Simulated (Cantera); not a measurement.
Input: 1 mol Si, 1.3 mol Cl2, 12 mol H2, at 100000 Pa.

Points: T (K) = 800, 875, 950, 1025, 1100, 1175, 1250, 1325, 1400, 1475, 1550, 1625, 1700.

Cantera's Mixture.equilibrate('TP', solver="vcs", rtol=1e-11, max_steps=5000) on the NASA tables stopped like this:

```
ERROR: FAILURE its = 5001!

*******************************************************************************
CanteraError thrown by MultiPhase::equilibrate:
VCS solver failed. Return code: -1
*******************************************************************************
```

Task: What got this run through?

Result: One answer among several that fit: The failure is numerical, not chemical. The same input converged with solver="gibbs", rtol=1e-10, max_steps=50000, and the result passed a check of the equilibrium conditions:
```
log10 of partial pressures in bar; condensed amounts in mol
       T/K        H2       HCL     SiCL2     SiCL4    SiHCL3     SiCL3    Si(cr)     Si(L)
       800    -0.027    -2.982    -5.927    -1.503    -1.592    -4.738    0.2619         0
       875    -0.027    -2.584    -5.036    -1.502    -1.605    -4.150    0.2683         0
       950    -0.028    -2.252    -4.291    -1.506    -1.621    -3.660    0.2792         0
      1025    -0.030    -1.972    -3.663    -1.518    -1.642    -3.250    0.2962         0
      1100    -0.033    -1.735    -3.129    -1.543    -1.672    -2.908    0.3198         0
      1175    -0.036    -1.536    -2.678    -1.589    -1.716    -2.628    0.3484         0
      1250    -0.042    -1.371    -2.300    -1.665    -1.783    -2.410    0.3774         0
      1325    -0.048    -1.240    -1.994    -1.786    -1.884    -2.258    0.4001         0
      1400    -0.054    -1.142    -1.760    -1.968    -2.030    -2.178     0.411         0
      1475    -0.060    -1.076    -1.594    -2.220    -2.228    -2.173    0.4103         0
      1550    -0.064    -1.038    -1.489    -2.532    -2.469    -2.233     0.403         0
      1625    -0.066    -1.018    -1.425    -2.879    -2.735    -2.335    0.3941         0
      1700    -0.068    -1.007    -1.391    -3.231    -3.005    -2.458         0    0.3898
```

The gas is ideal and each condensed phase is pure. The tables' values for SiCl3, SiCl are old estimates; treat these amounts as uncertain. Gases not in the tables: Si2H6 and higher silanes.
